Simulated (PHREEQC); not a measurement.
Make-up at 25 °C: 0.021 mol/kgw NH4Cl, 0.0028 mol/kgw NaF and 0.033 mol/kgw NaCl. Closed to the air; pH follows from the charge balance.

Model: ion-association model, phreeqc.dat, run in PHREEQC.

```
quantity                   before    after
------------------------  -------  -------
pH                           5.84     5.99
ionic strength (mol/kgw)   0.0568   0.0463
NaF (mol/kgw)             3.68e-5  3.80e-5
NH3 (mol/kgw)             6.47e-6  4.65e-6
HF (mol/kgw)              4.73e-6  3.43e-6
HF2- (mol/kgw)            5.01e-8  3.63e-8
SI of Halite (NaCl)         -4.47    -4.55
```

Problem. What was changed between the two runs?
A) NH4Cl from 0.021 to 0.0105 mol/kgw
B) temperature from 25 to 65 °C
C) 0.023 mol/kgw NH3 added
D) 0.043 mol/kgw HBr added

Solution. A, NH4Cl from 0.021 to 0.0105 mol/kgw

No solid was allowed to form.
